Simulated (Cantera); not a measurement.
Input (Python, Cantera) and output of one run.

```python
import numpy as np
import cantera as ct

gas_names = [...]  # 91 gases of nasa_gas.yaml made of C, Cl, H
cond_names = """
    C(gr) C6H6(L) C7H8(L) C8H18(L),n-octa
""".split()


# ... load() reads the species with a 1 bar reference pressure and builds the phases ...
atoms = {
    'CCl4': {'C': 1, 'CL': 4},
    'H2': {'H': 2},
}
top_T = {'C(gr)': 4500}  # K; cautious upper limits of use, not melting points


# ... equilibrate(T, P, feed) seeds the gas with the atoms and calls Mixture.equilibrate('TP', solver="vcs", rtol=1e-11, max_steps=5000) ...
results = []
feed = {'CCl4': 1, 'H2': 7.3}  # mol
T = 1598.15  # K
P = 2  # Pa
mix = equilibrate(T, P, feed)
results.append((T, P, feed, dict(zip(mix.species_names, mix.species_moles))))
x = sorted(zip(gas.X, gas.species_names), reverse=True)
print(f"T = {T:g} K  P = {P:g} Pa  gas = {mix.phase_moles(0):.4g} mol")
print("   x: " + "  ".join(f"{s} {v:.3e}" for v, s in x if v > 1e-06))
print("   condensed (mol): " + ("  ".join(f"{mix.phase(i).name} {mix.phase_moles(i):.4g}"
      for i in range(1, mix.n_phases) if mix.phase_moles(i) > 1e-12) or "none"))
```

Result:

```
T = 1598.15 K  P = 2 Pa  gas = 9.367 mol
   x: H2 5.640e-01  HCL 4.217e-01  H 8.953e-03  CL 5.297e-03  C2H2,acetylene 1.522e-05
   condensed (mol): C(gr) 0.9997
```

Equilibrium computed with Cantera from the NASA thermochemical tables; the gas is ideal and each condensed phase is pure.
